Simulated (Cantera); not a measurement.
Feed: 1 mol SiCl4, 0.69 mol O3, 1.4 mol N2, held at 13.3 mbar.

Cantera equilibrium calculation (NASA polynomials, part measured and part estimated; ideal gas, pure solids and liquids). Candidate condensed phases: Si, SiO2, Si2N2O, Si3N4; 23 gas species. The tables hold silica as quartz up to 1696 K and as liquid above; real silica turns to tridymite and cristobalite and melts near 1996 K. Kinetics and transport are ignored.

**Question.** Which condensed phases are stable at each of these points (T (K)): 625, 675, 725, 775, 825, 875, 925, 975, 1025, 1075, 1125, 1175, 1225?

**Answer.** 
```csv
T (K),condensed phases,Si condensed (%)
625,SiO2(α-quartz),100.0
675,SiO2(α-quartz),100.0
725,SiO2(α-quartz),100.0
775,SiO2(α-quartz),100.0
825,SiO2(α-quartz),100.0
875,SiO2(β-quartz),100.0
925,SiO2(β-quartz),100.0
975,SiO2(β-quartz),100.0
1025,SiO2(β-quartz),100.0
1075,SiO2(β-quartz),100.0
1125,SiO2(β-quartz),100.0
1175,SiO2(β-quartz),100.0
1225,SiO2(β-quartz),100.0
```

From 625 K to 825 K the condensed part is SiO2(α-quartz). From 875 K to 1225 K the condensed part is SiO2(β-quartz).
